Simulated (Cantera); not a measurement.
**Adiabatic ignition**

An adiabatic, constant-pressure homogeneous reactor starts with H2 : O2 : N2 = 1 : 0.725 : 3.55 (molar parts), at 1550 K and 2.50 bar.

Computed with Cantera and the H2/O2 subset of GRI-Mech 3.0, which has no nitrogen chemistry. The hydrogen kinetics of GRI-Mech 3.0 are dated; newer H2 mechanisms differ, most at raised pressure.

```json
[
 {"t (s)": "6.00e-6", "T (K)": "1771", "x H2": "0.0390", "x O2": "0.0615", "x H2O2": "2.47e-6", "x H2O": "0.114", "x OH": "0.0166", "x O": "0.0248", "x H": "0.0613"},
 {"t (s)": "1.49e-5", "T (K)": "2298", "x H2": "0.0230", "x O2": "0.0477", "x H2O2": "5.58e-7", "x H2O": "0.154", "x OH": "0.0246", "x O": "0.0169", "x H": "0.0228"},
 {"t (s)": "3.69e-5", "T (K)": "2577", "x H2": "0.0133", "x O2": "0.0449", "x H2O2": "4.55e-7", "x H2O": "0.177", "x OH": "0.0223", "x O": "0.00816", "x H": "0.00741"},
 {"t (s)": "9.14e-5", "T (K)": "2683", "x H2": "0.00822", "x O2": "0.0443", "x H2O2": "6.23e-7", "x H2O": "0.187", "x OH": "0.0188", "x O": "0.00480", "x H": "0.00328"},
 {"t (s)": "0.000226", "T (K)": "2689", "x H2": "0.00791", "x O2": "0.0443", "x H2O2": "6.43e-7", "x H2O": "0.188", "x OH": "0.0185", "x O": "0.00461", "x H": "0.00309"},
 {"t (s)": "0.000561", "T (K)": "2689", "x H2": "0.00791", "x O2": "0.0443", "x H2O2": "6.43e-7", "x H2O": "0.188", "x OH": "0.0185", "x O": "0.00461", "x H": "0.00308"},
 {"t (s)": "0.00139", "T (K)": "2689", "x H2": "0.00791", "x O2": "0.0443", "x H2O2": "6.43e-7", "x H2O": "0.188", "x OH": "0.0185", "x O": "0.00461", "x H": "0.00308"},
 {"t (s)": "0.00345", "T (K)": "2689", "x H2": "0.00791", "x O2": "0.0443", "x H2O2": "6.43e-7", "x H2O": "0.188", "x OH": "0.0185", "x O": "0.00461", "x H": "0.00308"},
 {"t (s)": "0.00855", "T (K)": "2689", "x H2": "0.00791", "x O2": "0.0443", "x H2O2": "6.43e-7", "x H2O": "0.188", "x OH": "0.0185", "x O": "0.00461", "x H": "0.00308"},
 {"t (s)": "0.0212", "T (K)": "2689", "x H2": "0.00791", "x O2": "0.0443", "x H2O2": "6.43e-7", "x H2O": "0.188", "x OH": "0.0185", "x O": "0.00461", "x H": "0.00308"},
 {"t (s)": "0.0525", "T (K)": "2689", "x H2": "0.00791", "x O2": "0.0443", "x H2O2": "6.43e-7", "x H2O": "0.188", "x OH": "0.0185", "x O": "0.00461", "x H": "0.00308"},
 {"t (s)": "0.130", "T (K)": "2689", "x H2": "0.00791", "x O2": "0.0443", "x H2O2": "6.43e-7", "x H2O": "0.188", "x OH": "0.0185", "x O": "0.00461", "x H": "0.00308"},
 {"t (s)": "0.323", "T (K)": "2689", "x H2": "0.00791", "x O2": "0.0443", "x H2O2": "6.43e-7", "x H2O": "0.188", "x OH": "0.0185", "x O": "0.00461", "x H": "0.00308"},
 {"t (s)": "0.800", "T (K)": "2689", "x H2": "0.00791", "x O2": "0.0443", "x H2O2": "6.43e-7", "x H2O": "0.188", "x OH": "0.0185", "x O": "0.00461", "x H": "0.00308"}
]
```
x: mole fraction; the columns are a selection and need not sum to one.

```json
{
  "time_of_steepest_temperature_rise": "5.56 µs",
  "temperature at 0.800 s": "2689 K",
  "equilibrium_temperature": "2689 K",
  "x(H2) at 0.800 s": "0.00791 (gas-phase equilibrium 0.00791)",
  "x(O2) at 0.800 s": "0.0443 (gas-phase equilibrium 0.0443)",
  "x(H2O2) at 0.800 s": "6.43e-7 (gas-phase equilibrium 6.43e-7)"
}
```
